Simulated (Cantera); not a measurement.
## Adiabatic ignition

An adiabatic, constant-pressure homogeneous reactor starts with 42.9 % H2, 11.9 % O2, 44.6 % N2, 0.515 % CO2, equivalence ratio 1.8, at 1050 K and 5.70 bar.

Detailed kinetics in Cantera: GRI-Mech 3.0 (53 species, 325 reactions). The hydrogen kinetics of GRI-Mech 3.0 are dated; newer H2 mechanisms differ, most at raised pressure.

```tsv
t (s)	T (K)	x H2	x O2	x OH	x H2O2	x NO2	x H2O
2.00e-6	1050	0.429	0.119	1.09e-11	9.97e-12	<1e-12	6.36e-10
7.76e-6	1050	0.429	0.119	1.22e-11	1.88e-10	<1e-12	3.55e-9
3.01e-5	1050	0.429	0.119	1.50e-11	3.09e-9	<1e-12	1.65e-8
0.000117	1050	0.429	0.119	3.23e-11	4.91e-8	<1e-12	1.01e-7
0.000454	1050	0.429	0.119	2.93e-10	1.12e-6	<1e-12	1.92e-6
0.00176	1057	0.428	0.119	5.88e-8	0.000233	<1e-12	0.000767
0.00684	2677	0.207	5.28e-5	0.00325	4.71e-8	1.10e-8	0.270
0.0265	2676	0.207	5.28e-5	0.00325	4.71e-8	1.10e-8	0.270
0.103	2676	0.207	5.28e-5	0.00325	4.71e-8	1.10e-8	0.270
0.400	2676	0.207	5.28e-5	0.00325	4.71e-8	1.10e-8	0.270
```
x: mole fraction; the columns are a selection and need not sum to one.

| Property | Value |
|---|---|
| time of steepest temperature rise | 2.33 ms |
| temperature at 0.400 s | 2676 K |
| equilibrium temperature | 2676 K |
| x(H2) at 0.400 s | 0.207 (gas-phase equilibrium 0.207) |
| x(O2) at 0.400 s | 5.28e-5 (gas-phase equilibrium 5.28e-5) |
| x(OH) at 0.400 s | 0.00325 (gas-phase equilibrium 0.00325) |
